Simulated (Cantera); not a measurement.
An adiabatic, constant-volume homogeneous reactor starts with CH4 : CO : O2 : N2 : H2O = 1 : 0.95 : 1.65 : 6.2 : 0.53 (molar parts), equivalence ratio 1.5, at 1375 K and 0.330 bar. Integrator tolerance rtol = 1e-08.

Cantera simulation using GRI-Mech 3.0 (53 species, 325 reactions); the numbers are that mechanism's predictions, not measurements.

Task: What does this change do: pressure from 0.330 bar to 10.0 bar?

Result: 
| quantity | before | after |
|---|---|---|
| time of steepest temperature rise | 14.9 ms | 1.15 ms |
| temperature at 2.00 s | 2740 K | 2982 K |
| equilibrium temperature | 2740 K | 2982 K |
| x(CH4) at 2.00 s | <1e-12 (gas-phase equilibrium <1e-12) | 1.77e-11 (gas-phase equilibrium 2.05e-11) |
| x(CO) at 2.00 s | 0.119 (gas-phase equilibrium 0.119) | 0.116 (gas-phase equilibrium 0.116) |
| x(O2) at 2.00 s | 0.00494 (gas-phase equilibrium 0.00494) | 0.00132 (gas-phase equilibrium 0.00132) |
| x(C2H2) at 2.00 s | <1e-12 (gas-phase equilibrium <1e-12) | <1e-12 (gas-phase equilibrium <1e-12) |
| x(H2O2) at 2.00 s | 1.10e-7 (gas-phase equilibrium 1.10e-7) | 5.31e-7 (gas-phase equilibrium 5.31e-7) |
| x(HO2) at 2.00 s | 1.78e-6 (gas-phase equilibrium 1.78e-6) | 2.70e-6 (gas-phase equilibrium 2.70e-6) |
| x(N2O) at 2.00 s | 1.73e-7 (gas-phase equilibrium 1.73e-7) | 7.28e-7 (gas-phase equilibrium 7.28e-7) |

Task: What does this change do: pressure from 0.330 bar to 5.00 bar?

Result: 
```
quantity                                                            before                                      after
---------------------------------  ---------------------------------------  -----------------------------------------
time of steepest temperature rise                                  14.9 ms                                    2.10 ms
temperature at 2.00 s                                               2740 K                                     2940 K
equilibrium temperature                                             2740 K                                     2940 K
x(CH4) at 2.00 s                     <1e-12 (gas-phase equilibrium <1e-12)  5.17e-12 (gas-phase equilibrium 6.06e-12)
x(CO) at 2.00 s                        0.119 (gas-phase equilibrium 0.119)        0.117 (gas-phase equilibrium 0.117)
x(O2) at 2.00 s                    0.00494 (gas-phase equilibrium 0.00494)    0.00187 (gas-phase equilibrium 0.00187)
x(C2H2) at 2.00 s                    <1e-12 (gas-phase equilibrium <1e-12)      <1e-12 (gas-phase equilibrium <1e-12)
x(H2O2) at 2.00 s                  1.10e-7 (gas-phase equilibrium 1.10e-7)    4.09e-7 (gas-phase equilibrium 4.09e-7)
x(HO2) at 2.00 s                   1.78e-6 (gas-phase equilibrium 1.78e-6)    2.69e-6 (gas-phase equilibrium 2.69e-6)
x(N2O) at 2.00 s                   1.73e-7 (gas-phase equilibrium 1.73e-7)    5.74e-7 (gas-phase equilibrium 5.74e-7)
```
